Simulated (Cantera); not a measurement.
Feed: 1 mol n-butane, 2.1 mol H2, equilibrated at 13.3 mbar.

Equilibrium computed with Cantera from the NASA thermochemical tables; the gas is ideal and each condensed phase is pure. Candidate condensed phases: C, C6H6, C7H8, C8H18; 76 gas species. Kinetics and transport are ignored.

x: gas mole fraction; n: condensed amount in mol.

| T (K) | x H2 | x H | x C2H2 (acetylene) | x C2H | x C3 | n C(graphite) |
|---|---|---|---|---|---|---|
| 1973 | 0.988 | 0.0116 | 0.000633 | 1.27e-7 | 1.06e-9 | 3.99 |
| 2048 | 0.980 | 0.0192 | 0.00103 | 4.42e-7 | 6.59e-9 | 3.99 |
| 2123 | 0.968 | … | … | … | … | 3.98 |
| 2198 | 0.951 | 0.0470 | 0.00241 | 4.11e-6 | 1.74e-7 | 3.96 |
| 2273 | 0.926 | 0.0700 | 0.00349 | 1.11e-5 | 7.57e-7 | 3.95 |
| 2348 | 0.894 | … | … | … | … | 3.93 |
| 2423 | 0.852 | 0.142 | 0.00659 | 6.65e-5 | 1.08e-5 | 3.90 |
| 2498 | 0.798 | 0.193 | 0.00856 | 0.000148 | 3.61e-5 | 3.86 |
| 2573 | 0.734 | 0.255 | 0.0107 | 0.000310 | 0.000112 | 3.82 |
| 2648 | 0.659 | 0.327 | 0.0128 | 0.000614 | 0.000326 | 3.76 |

Problem. What belongs in the gaps?

Solution. 
- 2123, x H: 0.0306
- 2123, x C2H2 (acetylene): 0.00160
- 2123, x C2H: 1.40e-6
- 2123, x C3: 3.59e-8
- 2348, x H: 0.101
- 2348, x C2H2 (acetylene): 0.00489
- 2348, x C2H: 2.81e-5
- 2348, x C3: 2.99e-6
